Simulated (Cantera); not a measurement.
## Thermodynamics of silicon oxide and oxynitride deposition, feed TEOS + CO₂

Charge: 1 mol TEOS, 3.4 mol CO₂, at 0.0100 bar.

These are equilibrium values from Cantera (NASA tables, ideal gas, pure condensed phases), not measurements of a reactor. Candidate condensed phases: C, C₆H₆, C₇H₈, C₈H₁₈, H₂O, Si, SiC, SiO₂; 123 gas species. The feed counts by its element totals alone. Mutual solubility and eutectic melting of coexisting phases are not modelled. The tables hold silica as quartz up to 1696 K and as liquid above; real silica turns to tridymite and cristobalite and melts near 1996 K. The numbers say what is thermodynamically allowed, not how fast it happens.

From 1123 K to 1348 K the condensed part is C(graphite) + SiO₂(β-quartz). From 1423 K to 1498 K the condensed part is SiC(s) + SiO₂(β-quartz). From 1573 K to 1798 K the condensed part is SiC(s).

```csv
T (K),x H₂,x CO,x SiO,x H,x H₂O,x CO₂,n C(graphite),n SiO₂(β-quartz),n SiC(s)
1123,0.532,0.468,2.32e-10,3.11e-7,0.000164,0.000132,2.60,1.00,0
1198,0.532,0.468,2.29e-8,1.39e-6,6.61e-5,4.26e-5,2.60,1.00,0
1273,0.532,0.468,1.30e-6,5.20e-6,2.96e-5,1.57e-5,2.60,1.000,0
1348,0.532,0.468,4.64e-5,1.69e-5,1.45e-5,6.53e-6,2.60,0.999,0
1423,0.486,0.513,0.000913,4.63e-5,8.70e-6,4.05e-6,0,0.121,0.860
1498,0.482,0.511,0.00690,0.000119,1.13e-5,4.64e-6,0,0.0379,0.819
1573,0.481,0.510,0.00961,0.000282,6.83e-6,2.50e-6,0,0,0.800
1648,0.480,0.509,0.00961,0.000617,3.73e-6,1.24e-6,0,0,0.800
1723,0.480,0.509,0.00962,0.00126,2.15e-6,6.50e-7,0,0,0.800
1798,0.479,0.509,0.00962,0.00244,1.30e-6,3.62e-7,0,0,0.799
```
x: gas mole fraction; n: condensed amount in mol.
